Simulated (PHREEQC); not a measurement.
**Hard or scaling water: an equilibrium model**

Make-up at 20 °C: 0.0037 mol MgCl2, 5e-06 mol CO2 and 0.0016 mol MgSO4 per kg of water. Closed to the air; pH follows from the charge balance.

Computed with PHREEQC (Pitzer model, pitzer.dat).

Each row changes one thing in this solution. No solid was allowed to form.

```csv
case,pH,ionic strength (mol/kgw),CO2 (mol/kgw),HCO3- (mol/kgw),HSO4- (mol/kgw),MgOH+ (mol/kgw),SI of Epsomite (MgSO4:7H2O),SI of Hexahydrite (MgSO4:6H2O)
as made,5.92,0.0175,3.55e-6,1.45e-6,9.29e-8,2.91e-9,-3.71,-4.04
CO2 from 5e-06 to 4.5e-06 mol/kgw,5.95,0.0175,3.14e-6,1.36e-6,8.73e-8,3.09e-9,-3.71,-4.04
MgSO4 from 0.0016 to 0.00016 mol/kgw,5.91,0.0117,3.61e-6,1.39e-6,1.04e-8,2.22e-9,-4.76,-5.09
0.00039 mol/kgw HCl added,3.49,0.0178,4.99e-6,7.63e-9,2.44e-5,1.08e-11,-3.72,-4.05
temperature from 20 to 35 °C,5.90,0.0175,3.43e-6,1.57e-6,1.46e-7,9.82e-9,-3.83,-4.02
diluted 5-fold with water,6.33,0.00350,5.08e-7,4.92e-7,9.79e-9,1.84e-9,-4.83,-5.16
0.0036 mol/kgw NaHCO3 added,8.04,0.0210,6.46e-5,?,6.77e-10,3.70e-7,?,-4.08
diluted 100-fold with water,6.98,0.000175,9.79e-9,4.02e-8,1.33e-10,4.80e-10,-7.24,-7.57
```

Question: Fill in the missing entries.

Answer: 
- 0.0036 mol/kgw NaHCO3 added, HCO3- (mol/kgw): 0.00348
- 0.0036 mol/kgw NaHCO3 added, SI of Epsomite (MgSO4:7H2O): -3.75

Complexes and solids missing from the database can't appear. Some of these states are supersaturated (in Magnesite (slow to form), for instance).
